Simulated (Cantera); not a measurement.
An isothermal, constant-pressure homogeneous reactor starts with 34.0 % H2, 41.5 % O2, 24.5 % N2, equivalence ratio 0.41, at 798 K and 0.170 bar.

Model: the H2/O2 subset of GRI-Mech 3.0, which has no nitrogen chemistry, integrated in Cantera. Below about 950 K walls govern HO2 and H2O2 in real vessels. The temperature is held fixed by assumption; the heat of reaction is taken as removed at once.

Problem. Predict: x(H2) at 50.0 s; x(O2) at 50.0 s; x(OH) at 50.0 s; x(HO2) at 50.0 s; x(H) at 50.0 s; x(H2O) at 50.0 s; x(O) at 50.0 s.

Solution. 
- x(H2) at 50.0 s: 0.297 (gas-phase equilibrium <1e-12)
- x(O2) at 50.0 s: 0.399 (gas-phase equilibrium 0.295)
- x(OH) at 50.0 s: 2.02e-9 (gas-phase equilibrium 2.83e-9)
- x(HO2) at 50.0 s: 1.47e-5 (gas-phase equilibrium 2.73e-11)
- x(H) at 50.0 s: 2.70e-8 (gas-phase equilibrium <1e-12)
- x(H2O) at 50.0 s: 0.0502 (gas-phase equilibrium 0.410)
- x(O) at 50.0 s: 4.31e-9 (gas-phase equilibrium <1e-12)
